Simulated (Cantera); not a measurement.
# Premixed flame

A freely propagating, adiabatic, planar premixed flame of 12.8 % CH4, 18.3 % O2, 68.6 % N2, 0.319 % H2, unburnt at 625 K and 740000 Pa; mixture-averaged transport, grid criteria slope 0.08 and curve 0.16, no radiation.

Computed with Cantera and GRI-Mech 3.0 (53 species, 325 reactions). Burning velocities carry a grid error of a few per cent, more on coarse grids.

| z (mm) | T (K) | u (m/s) | x CH4 | x O2 | x H2 | x HCN | x NO | x CO |
|---|---|---|---|---|---|---|---|---|
| -0.406 | 626 | 0.350 | 0.127 | 0.182 | 0.00662 | <1e-8 | <1e-8 | 2.13e-5 |
| -0.271 | 635 | 0.357 | 0.126 | 0.181 | 0.0116 | 2.21e-8 | <1e-8 | 0.000233 |
| -0.203 | 662 | 0.374 | 0.123 | 0.178 | 0.0168 | 1.11e-7 | 2.54e-8 | 0.000955 |
| -0.135 | 784 | 0.449 | 0.112 | 0.167 | 0.0255 | 7.62e-7 | 2.01e-7 | 0.00494 |
| -0.0677 | 1223 | 0.714 | 0.0769 | 0.122 | 0.0376 | 4.78e-6 | 2.23e-6 | 0.0237 |
| -0.0339 | 1600 | 0.945 | 0.0453 | 0.0776 | 0.0440 | 1.01e-5 | 5.23e-6 | 0.0437 |
| 0 | 1948 | 1.16 | 0.0166 | 0.0326 | 0.0492 | 1.95e-5 | 9.68e-6 | 0.0644 |
| 0.0339 | 2123 | 1.27 | 0.00518 | 0.00981 | 0.0519 | 3.23e-5 | 1.63e-5 | 0.0732 |
| 0.0677 | 2182 | 1.31 | 0.00234 | 0.00295 | 0.0541 | 3.99e-5 | 2.27e-5 | 0.0748 |
| 0.135 | 2211 | 1.32 | 0.00108 | 0.000404 | 0.0573 | 4.20e-5 | 3.08e-5 | 0.0748 |
| 0.271 | 2217 | 1.33 | 0.000525 | 2.07e-5 | 0.0602 | 3.75e-5 | 4.01e-5 | 0.0751 |
| 0.542 | 2216 | 1.33 | 0.000193 | 1.78e-6 | 0.0620 | 2.76e-5 | 5.38e-5 | 0.0760 |
| 1.08 | 2214 | 1.33 | 3.00e-5 | 1.66e-6 | 0.0627 | 1.34e-5 | 7.21e-5 | 0.0767 |
x: mole fraction of selected species; z is measured from the peak of heat release.

The laminar burning velocity is 34.9 cm/s, the thermal thickness is 0.135 mm and the peak x(HCN) is 4.22e-5. The peak x(CO) comes out as 0.0768. The grid points is 136.
